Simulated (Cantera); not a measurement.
Input: 1 mol Ca(OH)2, 0.092 mol C, 1.2 mol CO2, held at 1073 K.

Method: chemical equilibrium by Gibbs-energy minimisation in Cantera with the NASA 1993 tables (ideal gas, pure condensed phases). Candidate condensed phases: C, C6H6, C7H8, C8H18, Ca, CaCO3, CaO, Ca(OH)2, H2O; 115 gas species. Rates play no part.

Task: Which condensed phases are stable at each of these points (P (Pa)): 10, 52, 270, 1400, 7200, 37000, 190000, 1000000?

Result: 
```
P (Pa)   condensed phases  Ca condensed (%)
-------  ----------------  ----------------
10                 CaO(s)             100.0
52                 CaO(s)             100.0
270                CaO(s)             100.0
1400               CaO(s)             100.0
7200               CaO(s)             100.0
37000              CaO(s)             100.0
190000     CaCO3(calcite)             100.0
1000000    CaCO3(calcite)             100.0
```

From 10.0 Pa to 0.370 bar the condensed part is CaO(s). From 1.90 bar to 10.0 bar the condensed part is CaCO3(calcite).
